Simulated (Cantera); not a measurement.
Cantera run, input and output.

```python
import numpy as np
import cantera as ct

surf = ct.Interface("diamond.yaml", "diamond_100")
gas, bulk = surf.adjacent["gas"], surf.adjacent["diamond"]
k = surf.kinetics_species_index(bulk.species_names[0])
cover = ["c6HH", "c6H*", "c6*H", "c6**", "c6HM", "c6B"]

rows, drift = [], 0.0
print(f"{'xCH3':>10s}{'um/h':>11s}" + "".join(f"{s:>11s}" for s in cover))
for v in [1e-06, 2.4e-06, 5.9e-06, 1.4e-05, 3.5e-05, 8.5e-05, 0.00021, 0.00051, 0.0012]:
    T, P, xH, xCH3 = 998, 4500, 0.0077, v
    gas.TPX = T, P, {"H": xH, "CH3": xCH3, "CH4": 0.0037, "H2": 1 - xH - xCH3 - 0.0037}
    surf.TP = bulk.TP = T, P
    surf.coverages = "c6H*:0.1, c6HH:0.9"
    surf.advance_coverages(100.0)
    before = surf.coverages
    surf.advance_coverages(100.0)
    drift = max(drift, np.max(np.abs(surf.coverages - before) / (surf.coverages + 1e-9)))
    rate = surf.net_production_rates[k] * bulk.mean_molecular_weight / bulk.density * 3.6e9
    rows.append([rate, *surf[cover].coverages])
    print(f"{v:10.4g}{rate:11.4e}" + "".join(f"{x:11.3e}" for x in rows[-1][1:]))
```

It prints:

```
      xCH3       um/h       c6HH       c6H*       c6*H       c6**       c6HM        c6B
     1e-06 2.3077e-02  5.987e-01  1.821e-02  3.734e-01  9.611e-03  6.969e-05  6.262e-11
   2.4e-06 5.5377e-02  5.987e-01  1.820e-02  3.733e-01  9.609e-03  1.672e-04  1.503e-10
   5.9e-06 1.3608e-01  5.985e-01  1.820e-02  3.732e-01  9.605e-03  4.109e-04  3.693e-10
   1.4e-05 3.2263e-01  5.980e-01  1.818e-02  3.729e-01  9.595e-03  9.742e-04  8.755e-10
   3.5e-05 8.0473e-01  5.968e-01  1.815e-02  3.721e-01  9.569e-03  2.430e-03  2.184e-09
   8.5e-05 1.9438e+00  5.941e-01  1.806e-02  3.703e-01  9.507e-03  5.870e-03  5.275e-09
   0.00021 4.7388e+00  5.873e-01  1.784e-02  3.659e-01  9.357e-03  1.431e-02  1.286e-08
   0.00051 1.1154e+01  5.717e-01  1.735e-02  3.558e-01  9.012e-03  3.369e-02  3.027e-08
    0.0012 2.4511e+01  5.393e-01  1.632e-02  3.348e-01  8.298e-03  7.406e-02  6.651e-08
```

Detailed kinetics in Cantera: the Harris–Goodwin 1993 mechanism for the reconstructed diamond (100) surface.
